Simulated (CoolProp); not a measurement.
The fluid at 298.15 K and 0.0713 MPa is compressed adiabatically to 0.384 MPa with isentropic efficiency 0.7. The same conditions are run with several fluids, on thermodynamics alone (safety and materials aside).

The numbers come from the reference Helmholtz-energy equation of state of each fluid (c-C4F8 (RC318): Platzer 1990; nitrous oxide: Lemmon 2006; carbonyl sulfide: Lemmon 2006; R142b: Lemmon 2006) in CoolProp. The equations of Platzer and Polt are older, rougher fits.

**Question.** Rank c-C4F8 (RC318), nitrous oxide, carbonyl sulfide, R142b by work (kJ/kg), highest first.

**Answer.** nitrous oxide (161), carbonyl sulfide (116), R142b (62.4), c-C4F8 (RC318) (29.8)

```tsv
fluid	final temperature (K)	final density (kg/m³)
c-C4F8 (RC318)	338.3	29.6
nitrous oxide	468.4	4.36
carbonyl sulfide	455.4	6.16
R142b	371.9	13.1
```
